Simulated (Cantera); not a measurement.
Input (Python, Cantera) and output of one run.

```python
import numpy as np
import cantera as ct

gas_names = """
    AL ALH ALN ALO ALOH ALO2 ALO2H AL2 AL2O AL2O2 H HALO HNO HNO2 HNO3 HO2 H2 H2O H2O2 N NH NH2 NH3
    NH2OH NO NO2 NO3 N2 N2H2 N2H4 N2O O OH O2 O3
""".split()
cond_names = """
    AL(cr) AL(L) ALN(s) AL2O3(a) AL2O3(L) H2O(s) H2O(L)
""".split()


# ... load() reads the species with a 1 bar reference pressure and builds the phases ...
atoms = {
    'Al': {'AL': 1},
    'O2': {'O': 2},
    'H2': {'H': 2},
    'N2': {'N': 2},
}
top_T = {'ALN(s)': 2750}  # K; cautious upper limits of use, not melting points


# ... equilibrate(T, P, feed) seeds the gas with the atoms and calls Mixture.equilibrate('TP', solver="vcs", rtol=1e-11, max_steps=5000) ...
results = []
feed = {'Al': 1, 'O2': 3.4, 'H2': 630, 'N2': 46}  # mol
T = 900  # K
P = 23000  # Pa
mix = equilibrate(T, P, feed)
results.append((T, P, feed, dict(zip(mix.species_names, mix.species_moles))))
print(gas.report(threshold=1e-06))
for i in range(1, mix.n_phases):
    print(f"{mix.phase(i).name:16s} {mix.phase_moles(i):12.5e} mol")
```

Result:

```
       temperature   900 K
          pressure   23000 Pa
           density   0.01202 kg/m^3
  mean mol. weight   3.9108 kg/kmol
   phase of matter   gas

                          1 kg             1 kmol
                     ---------------   ---------------
          enthalpy        4.0527e+06        1.5849e+07  J
   internal energy        2.1393e+06        8.3662e+06  J
           entropy             46652        1.8245e+05  J/K
    Gibbs function       -3.7934e+07       -1.4835e+08  J
 heat capacity c_p            7721.5             30197  J/K
 heat capacity c_v            5595.4             21882  J/K

                      mass frac. Y      mole frac. X     chem. pot. / RT
                     ---------------   ---------------   ---------------
                H2           0.47636           0.92408           -18.799
               H2O          0.036118         0.0078407            -63.18
               NH3        0.00028107        6.4542e-05           -42.575
                N2           0.48724          0.068019           -28.755
     [  +31 minor]        6.0474e-11        2.3433e-10

AL(cr)            0.00000e+00 mol
ALN(s)            0.00000e+00 mol
AL2O3(a)          5.00000e-01 mol
```

Cantera equilibrium calculation (NASA polynomials, part measured and part estimated; ideal gas, pure solids and liquids).
